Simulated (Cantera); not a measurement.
Source: NASA polynomial tables (part measured, part estimated), evaluated in Cantera. Values are per mole of reaction as written; species without (g) are pure solids or liquids, kept so even where they would boil at 1 bar.

3 Ti2O3 → 6 TiO(g) + O3(g), with ΔH° = 5030.5 kJ and ΔS° = 1406.9 J/K at 300 K.

Problem. How far is the shortcut ΔG° ≈ ΔH°(300 K) − T·ΔS°(300 K) from the full temperature-dependent value at 1325, 1375, 1425, 1475, 1525, 1575, 1625, 1675, 1725, 1775 K?

Solution. 
```csv
T (K),shortcut (kJ),full (kJ),difference (kJ),difference in log10 K
1325,3166.4,3287.7,-121.3,4.78
1375,3096.1,3227.8,-131.7,5.00
1425,3025.7,3168.2,-142.4,5.22
1475,2955.4,3108.8,-153.4,5.43
1525,2885.1,3049.7,-164.7,5.64
1575,2814.7,2990.9,-176.2,5.84
1625,2744.4,2932.4,-188.0,6.04
1675,2674.0,2874.1,-200.1,6.24
1725,2603.7,2816.0,-212.4,6.43
1775,2533.3,2758.2,-224.9,6.62
```
The shortcut ignores the heat-capacity change of the reaction.
